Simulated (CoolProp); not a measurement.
Vapour-liquid equilibrium of R143a (1) + fluoroethane (R161) (2) at 302.8 K; x and y are mole fractions of (1).

Computed with CoolProp (multi-fluid Helmholtz-energy mixture model, Lemmon and Jacobsen 2000 and Wu 2012; pair parameters Bell 2016).

```tsv
x	bubble pressure (kPa)	y at the bubble point	dew pressure at overall composition x (kPa)	liquid density (mol/L)
0.05	1068	0.065	1064	14.37
0.125	1099	0.157	1088	14.05
0.2	1129	0.243	…	13.74
0.275	…	…	1140	13.43
0.35	1187	0.405	1167	13.14
0.425	1214	0.481	1194	12.85
0.5	1242	0.555	1221	12.57
0.575	1269	0.626	…	12.29
0.65	1296	0.696	1279	12.02
0.725	1323	0.763	1308	11.75
0.8	1350	0.830	1338	11.49
0.875	1377	0.894	1369	11.24
0.95	1403	0.958	1400	10.99
```

Task: Complete the blanks.

Result: 
- 0.2, dew pressure at overall composition x (kPa): 1114
- 0.275, bubble pressure (kPa): 1158
- 0.275, y at the bubble point: 0.326
- 0.575, dew pressure at overall composition x (kPa): 1250

No azeotrope shows between x = 0.05 and 0.95.

Pair parameters are fitted to limited data, so mixtures are less certain than the pure fluids.
